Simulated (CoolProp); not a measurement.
Computed with CoolProp (reference Helmholtz-energy equation of state, Zhou 2011).

Problem. For dimethyl carbonate, give the phase and the density (kg/m³), cp (kJ/(kg K)), cv (kJ/(kg K)), expansivity (1/kK) at 150.65 °C and 5.24 MPa; 248.05 °C and 5.24 MPa.

Solution. 
- 150.65 °C and 5.24 MPa: liquid; density 894, cp 2.11, cv 1.56, expansivity 1.74
- 248.05 °C and 5.24 MPa: liquid; density 702, cp 2.67, cv 1.74, expansivity 4.10
